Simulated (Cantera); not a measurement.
Charge: 1 mol CH₃Cl, 3.8 mol H₂, at 1.00 bar.

Method: chemical equilibrium by Gibbs-energy minimisation in Cantera with the NASA 1993 tables (ideal gas, pure condensed phases). Candidate condensed phases: C, C₆H₆, C₇H₈, C₈H₁₈; 91 gas species. The tables' values for CCl are old estimates; treat these amounts as uncertain. Equilibrium is a limit: real reactors are often held back by kinetics, nucleation or transport.

x: gas mole fraction; n: condensed amount in mol.

```csv
T (°C),x H₂,x H,x HCl,x C₂H₂ (acetylene),x Cl,x C₂H,n C(graphite)
2425,0.765,0.0493,0.160,0.0179,0.00719,0.000122,0.778
2525,0.739,0.0699,0.155,0.0245,0.0101,0.000291,0.689
2625,0.707,0.0960,0.149,0.0324,0.0139,0.000649,0.573
2725,0.668,0.128,0.141,0.0413,0.0184,0.00136,0.425
2825,0.621,0.167,0.131,0.0509,0.0239,0.00269,0.237
2925,0.568,0.211,0.120,0.0600,0.0301,0.00498,0
3025,?,?,?,?,?,?,0
3125,?,?,?,?,?,?,0
3225,0.424,0.383,0.0826,0.0374,0.0495,0.0106,0
```

Q: Some entries are withheld; supply them.

A: 
- 3025, x H₂: 0.524
- 3025, x H: 0.263
- 3025, x HCl: 0.108
- 3025, x C₂H₂ (acetylene): 0.0536
- 3025, x Cl: 0.0365
- 3025, x C₂H: 0.00679
- 3125, x H₂: 0.475
- 3125, x H: 0.321
- 3125, x HCl: 0.0956
- 3125, x C₂H₂ (acetylene): 0.0459
- 3125, x Cl: 0.0430
- 3125, x C₂H: 0.00876
